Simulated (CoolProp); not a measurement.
Saturation properties of nitrogen.

Values from CoolProp's reference Helmholtz-energy equation of state, Span 2000.

| T (K) | p (MPa) | liquid density (kg/m³) | liquid viscosity (µPa s) | vapour viscosity (µPa s) | liquid conductivity (mW/(m K)) |
|---|---|---|---|---|---|
| 96.6 | 0.6099 | 709.3 | 83.8 | 7.09 | 107 |
| 98.4 | 0.6953 | 698.9 | 79.4 | 7.27 | 103 |
| 100.2 | 0.7891 | 688.1 | 75.3 | 7.45 | 99.7 |
| 102 | 0.8917 | 677.0 | 71.4 | 7.64 | 96.2 |
| 103.8 | 1.003 | 665.5 | 67.7 | 7.84 | 92.6 |
| 105.6 | 1.125 | 653.4 | 64.1 | 8.05 | 89.1 |
| 107.4 | 1.257 | 640.8 | 60.7 | 8.28 | 85.6 |
| 109.2 | 1.399 | 627.6 | 57.4 | 8.51 | 82.0 |
| 111 | 1.553 | 613.6 | 54.2 | 8.77 | 78.5 |
| 112.8 | 1.718 | 598.6 | 51.1 | 9.05 | 74.9 |
| 114.6 | 1.896 | 582.5 | 48.0 | 9.36 | 71.4 |
| 116.4 | 2.087 | 564.9 | 44.9 | 9.72 | 67.9 |
| 118.2 | 2.291 | 545.5 | 41.7 | 10.1 | 64.4 |
| 120 | 2.511 | 523.4 | 38.4 | 10.6 | 61.0 |
| 121.8 | 2.746 | 497.2 | 34.9 | 11.3 | 57.8 |

It boils at 77.4 K under 1 atm.

Viscosity comes from a separate model (Lemmon 2004). Thermal conductivity comes from a separate model (Lemmon 2004).
